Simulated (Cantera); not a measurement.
Input: 1 mol Pb, 0.095 mol CO, 77 mol N2, a varied amount of O2, at 702 °C and 0.780 bar.

Equilibrium computed with Cantera from the NASA thermochemical tables; the gas is ideal and each condensed phase is pure. Candidate condensed phases: C, Pb, PbO, PbO2, Pb3O4; 27 gas species. Rates play no part.

Problem. At 0.067 mol O2, list the 3 most abundant gas species with their mole fractions, and the condensed phases.

Solution. N2 0.999, CO2 0.00123, Pb 1.18e-5. Condensed: Pb(l) + PbO(yellow).
